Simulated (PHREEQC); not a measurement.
Make-up at 25 °C and 300 atm: 13 mmol/kgw HF, 0.18 mmol/kgw (CH3)4NF and 0.026 mmol/kgw K2SiO3. Closed to the air; pH follows from the charge balance.

Computed with PHREEQC (ion-association model, phreeqc.dat).

This is a speciation only: nothing precipitates in the calculation.

Q: Order these F species by the share of F that they hold, largest first: SiF6-2, HF, HF2-, F-.

A: HF (75 %), F- (23 %), HF2- (1.5 %), SiF6-2 (1.2 %)

The pH is 2.56 and the ionic strength 0.00317 mol/kgw. Under pressure, the constants of complexes without a molar volume in the database are unreliable. (CH3)4N+ isn't in the database: it is added as a free cation with an ion size of 4 Å. SiF6-2 is the database's only silicon fluoride.
